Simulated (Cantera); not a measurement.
An isothermal, constant-pressure homogeneous reactor starts with 52.4 % NH₃, 46.1 % H₂, 1.57 % N₂, at 2373 K and 0.0680 bar.

Model: the gas-phase N/H chemistry of the illustrative SiF4/NH3 mechanism in the Surface Chemkin manual (1991), integrated in Cantera. Walls and surfaces, which speed up NH3 decomposition in real reactors, are not modelled.

One state of this run: x NH₃ = 6.31e-5; x H₂ = 0.793; x N = 6.11e-6; x N₂H₂ = 4.13e-10; x NH₂ = 6.85e-6; x N₂H₄ = <1e-12. x: mole fraction; the columns are a selection and need not sum to one.

### Question
Which value of t (s) does it belong to?
A. 26.7
B. 100
C. 0.00262
D. 0.137

### Answer
D, 0.137
